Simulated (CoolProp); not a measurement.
C2F6 (R116) along the isotherm 151.85 °C: fugacity coefficient from the reference equation and from simpler models built on Tc = 19.9 °C, pc = 3.048 MPa, ω = 0.257; each cubic takes its own stable root.

Values from CoolProp's reference Helmholtz-energy equation of state, Lemmon 2006. It is a short technical equation, of lower accuracy than the large ones.

| p (MPa) | phase | reference | van der Waals | Redlich-Kwong | Soave-Redlich-Kwong | Peng-Robinson |
|---|---|---|---|---|---|---|
| 0.0482 | gas | 0.9987 | 0.9982 | 0.9983 | 0.9988 | 0.9984 |
| 0.11 | gas | 0.9970 | 0.9959 | 0.9961 | 0.9972 | 0.9963 |
| 0.25 | gas | 0.9932 | 0.9906 | 0.9911 | 0.9937 | 0.9917 |
| 0.568 | gas | 0.9847 | 0.9788 | 0.9799 | 0.9858 | 0.9813 |
| 1.29 | gas | 0.9659 | 0.9523 | 0.9551 | 0.9683 | 0.9586 |
| 2.94 | gas | 0.9253 | 0.8933 | 0.9014 | 0.9309 | 0.9107 |
| 6.7 | supercritical | 0.8461 | 0.7718 | 0.7970 | 0.8606 | 0.8226 |
| 15.2 | supercritical | 0.7417 | 0.6315 | 0.6666 | 0.7790 | 0.7169 |
